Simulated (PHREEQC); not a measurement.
Synthetic water in mg/kgw, 60 °C, pH 6.18, pe 11.3: Na 0.0135; K 0.0241; Ca 0.018; Mg 0.000239; Cl 0.0111; S(6) as SO4 0.0358; Alkalinity as HCO3 0.068; Li 2.63e-06; Cu(2) 0.00117; Ni 5.85e-05.

Valence states are taken as typed.

The numbers come from PHREEQC with the ion-association model, wateq4f.dat.

```
quantity                    before     after
------------------------  --------  --------
ionic strength (mol/kgw)   3.68e-6   4.34e-6
CO2 (mol/kgw)              2.10e-6   6.07e-6
HCO3- (mol/kgw)            1.63e-6   2.36e-6
Cu+2 (mol/kgw)             1.73e-8   1.80e-8
Cu(OH)2 (mol/kgw)         8.20e-10  2.15e-10
CuOH+ (mol/kgw)           2.60e-10  1.36e-10
SI of Tenorite (CuO)         -1.85     -2.44
SI of Cu(OH)2 (Cu(OH)2)      -2.87     -3.45
```

Q: Which change was made?
A. pH from 6.18 to 5.88 at the same alkalinity
B. temperature from 60 to 20 °C at the same typed pH
C. all concentrations times 2 at the same typed pH
D. pH from 6.18 to 6.48 at the same alkalinity
E. Ca from 0.018 to 0.036 mg/kgw

A: A, pH from 6.18 to 5.88 at the same alkalinity

No solid was allowed to form. Constants without temperature data keep their 25 °C values here.
